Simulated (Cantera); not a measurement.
A closed system holds: 1 mol FeS, 3 mol O2, 0.44 mol H2O, at 725 K and 2.00 bar.

Cantera equilibrium calculation (NASA polynomials, part measured and part estimated; ideal gas, pure solids and liquids). Candidate condensed phases: Fe, FeO, Fe(OH)2, Fe(OH)3, FeS, FeSO4, FeS2, Fe2O3, Fe2(SO4)3, Fe3O4, H2O, H2SO4, S; 22 gas species. Equilibrium is a limit: real reactors are often held back by kinetics, nucleation or transport.

Base state: O2 0.630, H2O 0.370, SO3 3.20e-5 (mole fractions); condensed: Fe2O3(s) + Fe2(SO4)3(s).

### Question
What changes in the equilibrium state with this change: pressure from 2.00 bar to 0.0133 bar?

### Answer
| species | before | after |
|---|---|---|
| O2 | 0.630 | 0.627 |
| H2O | 0.370 | 0.368 |
| SO3 | 3.20e-5 | 0.00480 |
| SO2 | 1.79e-7 | 0.000329 |
| Fe2O3(s), mol | 0.167 | 0.169 |
| Fe2(SO4)3(s), mol | 0.333 | 0.331 |

### Question
What changes in the equilibrium state with this change: temperature from 725 K to 1523 K?

### Answer
```json
[
 {"species": "O2", "before": "0.630", "after": "0.462"},
 {"species": "SO2", "before": "1.79e-7", "after": "0.362"},
 {"species": "H2O", "before": "0.370", "after": "0.164"},
 {"species": "SO3", "before": "3.20e-5", "after": "0.0116"},
 {"species": "OH", "before": "<1e-9", "after": "0.000125"},
 {"species": "Fe2O3(s), mol", "before": "0.167", "after": "0.500"},
 {"species": "Fe2(SO4)3(s), mol", "before": "0.333", "after": "0"}
]
```
